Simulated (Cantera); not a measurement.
Mixture: 8.03 % CH₄, 14.6 % O₂, 54.9 % N₂, 22.5 % H₂O, at 32.6 atm, adiabatic and at constant volume. Ignition delay is the time to a rise of 400 K.

Model: GRI-Mech 3.0 (53 species, 325 reactions), integrated in Cantera. The pressure lies above the range GRI-Mech 3.0 was tuned for (to about 10 atm).

Question: Predict: delay at 1123 K; delay at 1323 K; delay at 1523 K; delay at 1723 K; apparent activation energy between 1623 and 1823 K.

Answer: 
```
Quantity                                                 Value
--------------------------------------------------  ----------
delay at 1123 K                                        3.95 ms
delay at 1323 K                                       0.375 ms
delay at 1523 K                                        62.6 µs
delay at 1723 K                                        12.5 µs
apparent activation energy between 1623 and 1823 K  190 kJ/mol
```
